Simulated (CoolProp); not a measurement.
Propylene glycol along the isotherm 568.2 K: Z from the reference equation and from simpler models built on Tc = 674.0 K, pc = 7292 kPa, ω = 0.327; each cubic takes its own stable root.

Values from CoolProp's reference Helmholtz-energy equation of state, Eisenbach 2021.

| p (kPa) | phase | reference |
|---|---|---|
| 5610 | liquid | 0.1170 |
| 11200 | liquid | 0.2298 |
| 16800 | liquid | 0.3399 |
| 22400 | liquid | 0.4477 |
| 28000 | liquid | 0.5535 |
| 33700 | liquid | 0.6594 |
| 39300 | liquid | 0.7620 |
| 44900 | liquid | 0.8633 |
| 50500 | liquid | 0.9634 |
| 56100 | liquid | 1.062 |
| 61700 | liquid | 1.160 |
| 67300 | liquid | 1.257 |
| 72900 | liquid | 1.354 |

Question: How far does each simpler model (van der Waals, Redlich-Kwong, Soave-Redlich-Kwong) lie from the reference over these 13 states: mean and median of the absolute difference, and the worst?

Answer: 
- van der Waals: mean 41.0 %, median 39.0 %, worst +54.7 % at 568.2 K and 5610 kPa
- Redlich-Kwong: mean 3.8 %, median 2.7 %, worst +11.6 % at 568.2 K and 5610 kPa
- Soave-Redlich-Kwong: mean 1.5 %, median 1.0 %, worst +5.3 % at 568.2 K and 5610 kPa
